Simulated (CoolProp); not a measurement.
Properties of hexamethyldisiloxane (MM) along the isotherm 103.15 °C.

The numbers come from the reference Helmholtz-energy equation of state, Thol 2016 in CoolProp.

```json
[
 {"p (MPa)": "0.402", "phase": "liquid", "cv (kJ/(kg K))": "1.739", "speed of sound (m/s)": "613.1", "Joule-Thomson coefficient (K/MPa)": "-0.2217", "isothermal compressibility (1/MPa)": "0.004826", "expansivity (1/kK)": "1.817", "fugacity coefficient": "0.2608"},
 {"p (MPa)": "0.805", "phase": "liquid", "cv (kJ/(kg K))": "1.739", "speed of sound (m/s)": "619.1", "Joule-Thomson coefficient (K/MPa)": "-0.2279", "isothermal compressibility (1/MPa)": "0.004718", "expansivity (1/kK)": "1.793", "fugacity coefficient": "0.1343"},
 {"p (MPa)": "1.21", "phase": "liquid", "cv (kJ/(kg K))": "1.739", "speed of sound (m/s)": "625.1", "Joule-Thomson coefficient (K/MPa)": "-0.2339", "isothermal compressibility (1/MPa)": "[?]", "expansivity (1/kK)": "1.769", "fugacity coefficient": "0.09220"},
 {"p (MPa)": "1.61", "phase": "liquid", "cv (kJ/(kg K))": "1.738", "speed of sound (m/s)": "630.9", "Joule-Thomson coefficient (K/MPa)": "-0.2395", "isothermal compressibility (1/MPa)": "[?]", "expansivity (1/kK)": "1.747", "fugacity coefficient": "[?]"},
 {"p (MPa)": "2.01", "phase": "liquid", "cv (kJ/(kg K))": "1.738", "speed of sound (m/s)": "[?]", "Joule-Thomson coefficient (K/MPa)": "-0.2449", "isothermal compressibility (1/MPa)": "0.004426", "expansivity (1/kK)": "1.726", "fugacity coefficient": "0.05902"},
 {"p (MPa)": "2.41", "phase": "liquid", "cv (kJ/(kg K))": "1.738", "speed of sound (m/s)": "642.1", "Joule-Thomson coefficient (K/MPa)": "-0.2500", "isothermal compressibility (1/MPa)": "0.004338", "expansivity (1/kK)": "1.706", "fugacity coefficient": "0.05075"},
 {"p (MPa)": "2.82", "phase": "liquid", "cv (kJ/(kg K))": "1.737", "speed of sound (m/s)": "647.7", "Joule-Thomson coefficient (K/MPa)": "-0.2551", "isothermal compressibility (1/MPa)": "0.004252", "expansivity (1/kK)": "1.686", "fugacity coefficient": "0.04475"},
 {"p (MPa)": "3.22", "phase": "liquid", "cv (kJ/(kg K))": "1.737", "speed of sound (m/s)": "653.1", "Joule-Thomson coefficient (K/MPa)": "[?]", "isothermal compressibility (1/MPa)": "0.004172", "expansivity (1/kK)": "1.667", "fugacity coefficient": "0.04041"},
 {"p (MPa)": "3.62", "phase": "liquid", "cv (kJ/(kg K))": "1.737", "speed of sound (m/s)": "658.4", "Joule-Thomson coefficient (K/MPa)": "-0.2643", "isothermal compressibility (1/MPa)": "0.004095", "expansivity (1/kK)": "1.649", "fugacity coefficient": "0.03706"},
 {"p (MPa)": "4.02", "phase": "liquid", "cv (kJ/(kg K))": "1.737", "speed of sound (m/s)": "663.6", "Joule-Thomson coefficient (K/MPa)": "-0.2687", "isothermal compressibility (1/MPa)": "0.004021", "expansivity (1/kK)": "1.632", "fugacity coefficient": "0.03440"},
 {"p (MPa)": "4.43", "phase": "liquid", "cv (kJ/(kg K))": "1.737", "speed of sound (m/s)": "668.8", "Joule-Thomson coefficient (K/MPa)": "-0.2730", "isothermal compressibility (1/MPa)": "0.003949", "expansivity (1/kK)": "1.615", "fugacity coefficient": "0.03220"},
 {"p (MPa)": "4.83", "phase": "liquid", "cv (kJ/(kg K))": "1.736", "speed of sound (m/s)": "673.8", "Joule-Thomson coefficient (K/MPa)": "-0.2770", "isothermal compressibility (1/MPa)": "0.003881", "expansivity (1/kK)": "1.599", "fugacity coefficient": "0.03044"}
]
```

Q: What belongs in the gaps?

A: 
- 1.21, isothermal compressibility (1/MPa): 0.004615
- 1.61, isothermal compressibility (1/MPa): 0.004518
- 1.61, fugacity coefficient: 0.07146
- 2.01, speed of sound (m/s): 636.5
- 3.22, Joule-Thomson coefficient (K/MPa): -0.2598
